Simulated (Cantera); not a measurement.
Feed: 1 mol Si, a varied amount of Cl₂, 4.1 mol H₂, equilibrated at 1.10 Pa.

Points: T (K) = 450, 525, 600, 675, 750, 825, 900, 975, 1050, 1125, 1200; n(Cl2) (mol) = 1.1, 1.9, 2.7, 3.6, 4.4, 5.2, 6, 6.8.

Cantera's Mixture.equilibrate('TP', solver="vcs", rtol=1e-11, max_steps=5000) on the NASA tables stopped like this:

```
ERROR: FAILURE its = 5001!

*******************************************************************************
CanteraError thrown by MultiPhase::equilibrate:
VCS solver failed. Return code: -1
*******************************************************************************
```

Question: What got this run through?

Answer: This is not unique; one that fits is The failure is numerical, not chemical. The same input converged with solver="gibbs", rtol=1e-10, max_steps=50000, and the result passed a check of the equilibrium conditions:
```
    450        1.1  Si(cr)
    450        1.9  Si(cr)
    450        2.7  gas only
    450        3.6  gas only
    450        4.4  gas only
    450        5.2  gas only
    450          6  gas only
    450        6.8  gas only
    525        1.1  Si(cr)
    525        1.9  Si(cr)
    525        2.7  gas only
    525        3.6  gas only
    525        4.4  gas only
    525        5.2  gas only
    525          6  gas only
    525        6.8  gas only
    600        1.1  Si(cr)
    600        1.9  Si(cr)
    600        2.7  gas only
    600        3.6  gas only
    600        4.4  gas only
    600        5.2  gas only
    600          6  gas only
    600        6.8  gas only
    675        1.1  Si(cr)
    675        1.9  Si(cr)
    675        2.7  gas only
    675        3.6  gas only
    675        4.4  gas only
    675        5.2  gas only
    675          6  gas only
    675        6.8  gas only
    750        1.1  Si(cr)
    750        1.9  Si(cr)
    750        2.7  gas only
    750        3.6  gas only
    750        4.4  gas only
    750        5.2  gas only
    750          6  gas only
    750        6.8  gas only
    825        1.1  Si(cr)
    825        1.9  Si(cr)
    825        2.7  gas only
    825        3.6  gas only
    825        4.4  gas only
    825        5.2  gas only
    825          6  gas only
    825        6.8  gas only
    900        1.1  Si(cr)
    900        1.9  Si(cr)
    900        2.7  gas only
    900        3.6  gas only
    900        4.4  gas only
    900        5.2  gas only
    900          6  gas only
    900        6.8  gas only
    975        1.1  Si(cr)
    975        1.9  Si(cr)
    975        2.7  gas only
    975        3.6  gas only
    975        4.4  gas only
    975        5.2  gas only
    975          6  gas only
    975        6.8  gas only
   1050        1.1  Si(cr)
   1050        1.9  gas only
   1050        2.7  gas only
   1050        3.6  gas only
   1050        4.4  gas only
   1050        5.2  gas only
   1050          6  gas only
   1050        6.8  gas only
   1125        1.1  Si(cr)
   1125        1.9  gas only
   1125        2.7  gas only
   1125        3.6  gas only
   1125        4.4  gas only
   1125        5.2  gas only
   1125          6  gas only
   1125        6.8  gas only
   1200        1.1  Si(cr)
   1200        1.9  gas only
   1200        2.7  gas only
   1200        3.6  gas only
   1200        4.4  gas only
   1200        5.2  gas only
   1200          6  gas only
   1200        6.8  gas only
```

The gas is ideal and each condensed phase is pure. The tables' values for SiCl3 are old estimates.
